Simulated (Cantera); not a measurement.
Cantera run:

```python
import numpy as np
import cantera as ct

gas_names = """
    CL CL2 H HCL H2 N NH NH2 NH3 N2 N2H2 N2H4 Si SiCL SiCL2 SiCL3 SiCL4 SiH SiHCL3 SiH2 SiH2CL2 SiH3
    SiH3CL SiH4 SiN Si2 Si2N Si3
""".split()
cond_names = """
    NH4CL(a) NH4CL(b) Si(cr) Si(L) Si3N4(a)
""".split()


def load(file, names, dense=False):
    # The tables refer to 1 bar. Condensed volumes are neglected.
    table = {s.name: s for s in ct.Species.list_from_file(file)}
    out = []
    for n in names:
        d = dict(table[n].input_data)
        d["thermo"] = dict(d["thermo"], **{"reference-pressure": 1e5})
        if dense:
            d["equation-of-state"] = {"model": "constant-volume", "density": "1e6 g/cm^3"}
        out.append(ct.Species.from_dict(d))
    return out


gas = ct.Solution(thermo="ideal-gas", species=load("nasa_gas.yaml", gas_names))
cond = {s.name: ct.Solution(thermo="fixed-stoichiometry", species=[s], name=s.name)
        for s in load("nasa_condensed.yaml", cond_names, dense=True)}
atoms = {
    'Si3H8': {'Si': 3, 'H': 8},
    'HCl': {'H': 1, 'CL': 1},
    'N2': {'N': 2},
}
top_T = {'Si3N4(a)': 2400}  # K; cautious upper limits of use, not melting points


def equilibrate(T, P, feed):
    n = {}
    for name, mol in feed.items():
        for a, k in atoms[name].items():
            n[a] = n.get(a, 0.0) + k * mol
    gas.TPX = T, P, n
    mass = sum(n.values()) * gas.mean_molecular_weight
    gas.equilibrate("TP")
    valid = [c for c in cond.values() if c.min_temp <= T <= top_T.get(c.name, c.max_temp)]
    mix = ct.Mixture([(gas, mass / gas.mean_molecular_weight)] + [(c, 0.0) for c in valid])
    mix.T, mix.P = T, P
    mix.equilibrate("TP", solver="vcs", rtol=1e-11, max_steps=5000)
    return mix


results = []
T = 1450  # K
P = 160  # Pa
for m in [0.14, 0.18, 0.22, 0.28, 0.36, 0.45, 0.57, 0.72, 0.9, 1.1, 1.4, 1.8]:
    feed = {'Si3H8': 1, 'HCl': m, 'N2': 5.9}  # mol
    mix = equilibrate(T, P, feed)
    results.append((T, P, feed, dict(zip(mix.species_names, mix.species_moles))))
    x = sorted(zip(gas.X, gas.species_names), reverse=True)
    print(f"T = {T:g} K  P = {P:g} Pa  n(HCl) = {m:g} mol  gas = {mix.phase_moles(0):.4g} mol")
    print("   x: " + "  ".join(f"{s} {v:.3e}" for v, s in x if v > 1e-06))
    print("   condensed (mol): " + ("  ".join(f"{mix.phase(i).name} {mix.phase_moles(i):.4g}"
          for i in range(1, mix.n_phases) if mix.phase_moles(i) > 1e-12) or "none"))
```

Output:

```
T = 1450 K  P = 160 Pa  n(HCl) = 0.14 mol  gas = 8.041 mol
   x: H2 4.975e-01  N2 4.851e-01  HCL 1.712e-02  H 1.668e-04  SiCL2 1.428e-04  CL 4.673e-06
   condensed (mol): Si3N4(a) 0.9996
T = 1450 K  P = 160 Pa  n(HCl) = 0.18 mol  gas = 8.082 mol
   x: H2 4.951e-01  N2 4.827e-01  HCL 2.180e-02  SiCL2 2.335e-04  H 1.664e-04  CL 5.965e-06  SiCL3 1.006e-06
   condensed (mol): Si3N4(a) 0.9994
T = 1450 K  P = 160 Pa  n(HCl) = 0.22 mol  gas = 8.123 mol
   x: H2 4.927e-01  N2 4.804e-01  HCL 2.638e-02  SiCL2 3.448e-04  H 1.660e-04  CL 7.238e-06  SiCL3 1.802e-06
   condensed (mol): Si3N4(a) 0.9991
T = 1450 K  P = 160 Pa  n(HCl) = 0.28 mol  gas = 8.184 mol
   x: H2 4.893e-01  N2 4.769e-01  HCL 3.310e-02  SiCL2 5.491e-04  H 1.654e-04  CL 9.111e-06  SiCL3 3.613e-06
   condensed (mol): Si3N4(a) 0.9985
T = 1450 K  P = 160 Pa  n(HCl) = 0.36 mol  gas = 8.266 mol
   x: H2 4.848e-01  N2 4.724e-01  HCL 4.174e-02  SiCL2 8.873e-04  H 1.646e-04  CL 1.155e-05  SiCL3 7.397e-06
   condensed (mol): Si3N4(a) 0.9975
T = 1450 K  P = 160 Pa  n(HCl) = 0.45 mol  gas = 8.358 mol
   x: H2 4.799e-01  N2 4.675e-01  HCL 5.108e-02  SiCL2 1.351e-03  H 1.638e-04  CL 1.420e-05  SiCL3 1.385e-05
   condensed (mol): Si3N4(a) 0.9962
T = 1450 K  P = 160 Pa  n(HCl) = 0.57 mol  gas = 8.483 mol
   x: H2 4.736e-01  N2 4.612e-01  HCL 6.290e-02  SiCL2 2.095e-03  H 1.627e-04  SiCL3 2.663e-05  CL 1.760e-05  SiCL4 1.236e-06
   condensed (mol): Si3N4(a) 0.994
T = 1450 K  P = 160 Pa  n(HCl) = 0.72 mol  gas = 8.639 mol
   x: H2 4.662e-01  N2 4.536e-01  HCL 7.674e-02  SiCL2 3.204e-03  H 1.614e-04  SiCL3 5.007e-05  CL 2.164e-05  SiCL4 2.859e-06  SiHCL3 1.497e-06
   condensed (mol): Si3N4(a) 0.9906
T = 1450 K  P = 160 Pa  n(HCl) = 0.9 mol  gas = 8.829 mol
   x: H2 4.579e-01  N2 4.450e-01  HCL 9.209e-02  SiCL2 4.758e-03  H 1.600e-04  SiCL3 9.003e-05  CL 2.621e-05  SiCL4 6.225e-06  SiHCL3 2.668e-06
   condensed (mol): Si3N4(a) 0.9857
T = 1450 K  P = 160 Pa  n(HCl) = 1.1 mol  gas = 9.042 mol
   x: H2 4.493e-01  N2 4.359e-01  HCL 1.077e-01  SiCL2 6.720e-03  H 1.585e-04  SiCL3 1.501e-04  CL 3.093e-05  SiCL4 1.225e-05  SiHCL3 4.406e-06  SiCL 1.183e-06
   condensed (mol): Si3N4(a) 0.9792
T = 1450 K  P = 160 Pa  n(HCl) = 1.4 mol  gas = 9.364 mol
   x: H2 4.376e-01  N2 4.234e-01  HCL 1.285e-01  SiCL2 1.002e-02  SiCL3 2.706e-04  H 1.564e-04  CL 3.740e-05  SiCL4 2.670e-05  SiHCL3 7.838e-06  SiCL 1.458e-06
   condensed (mol): Si3N4(a) 0.9678
T = 1450 K  P = 160 Pa  n(HCl) = 1.8 mol  gas = 9.799 mol
   x: H2 4.239e-01  N2 4.083e-01  HCL 1.522e-01  SiCL2 1.487e-02  SiCL3 4.832e-04  H 1.539e-04  SiCL4 5.739e-05  CL 4.502e-05  SiHCL3 1.378e-05  SiCL 1.798e-06
   condensed (mol): Si3N4(a) 0.9496
```

Equilibrium computed with Cantera from the NASA thermochemical tables; the gas is ideal and each condensed phase is pure. The feed counts by its element totals alone. N2 is the only nitrogen source here; it is nearly inert below about 1500 K, so the nitride shown seldom forms there in practice. The tables' values for SiCl3 are old estimates; treat these amounts as uncertain.
